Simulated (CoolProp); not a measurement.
Saturation properties of methane.

The numbers come from the reference Helmholtz-energy equation of state, Setzmann 1991 in CoolProp.

```
T (K)  p (bar)  liquid density (kg/m³)  vapour density (kg/m³)  vapour viscosity (µPa s)
-----  -------  ----------------------  ----------------------  ------------------------
119.5    1.847                     ___                   3.156                      4.56
121.5    2.126                   407.6                   3.594                      4.64
123.5    2.435                   404.5                   4.075                      4.72
125.6    2.794                   401.2                   4.631                      4.81
127.6    3.172                     ___                   5.212                      4.89
129.6    3.586                   394.7                     ___                      4.97
131.7      ___                   391.2                   6.574                      5.06
133.7    4.558                   387.9                   7.330                      5.14
135.7    5.097                   384.4                   8.149                      5.23
137.7    5.681                     ___                   9.038                       ___
139.8    6.346                   377.2                     ___                      5.40
141.8    7.029                   373.6                   11.10                      5.49
143.8      ___                   369.9                   12.22                      5.58
145.8    8.555                   366.1                   13.44                      5.68
```

Complete the blanks.


- 119.5, liquid density (kg/m³): 410.7
- 127.6, liquid density (kg/m³): 398.0
- 129.6, vapour density (kg/m³): 5.847
- 131.7, p (bar): 4.062
- 137.7, liquid density (kg/m³): 381.0
- 137.7, vapour viscosity (µPa s): 5.31
- 139.8, vapour density (kg/m³): 10.05
- 143.8, p (bar): 7.765

It boils at 111.7 K under 1 atm.

Viscosity comes from a separate model (Quiñones-Cisneros 2006).
